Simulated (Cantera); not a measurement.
An isothermal plug-flow reactor at 600 K and 0.440 bar (inlet), inlet velocity 0.79 m/s, active area per volume 740 1/m; feed H2 : O2 : N2 : H2O = 0.0081 : 0.017 : 0.79 : 0.0055 (molar parts), equivalence ratio 0.24.

Computed with Cantera and Deutschmann's 1995 Pt surface mechanism with GRI-Mech 3.0 gas chemistry. Catalytic surfaces can have several steady states; this one follows from the mechanism file's or the stated starting coverage. Mass transfer to the wall is taken as infinitely fast.

Question: What does this change do: pressure from 0.440 bar to 0.140 bar?

Answer: 
```
quantity                 before    after
----------------------  -------  -------
x(H2) at z = 0.014 m    1.77e-5  1.08e-5
x(O2) at z = 0.014 m     0.0159   0.0159
x(H2O) at z = 0.014 m    0.0166   0.0166
θ(free Pt) at the exit  0.00406  0.00588
θ(O*) at the exit         0.994    0.993
θ(OH*) at the exit      0.00234  0.00159
```
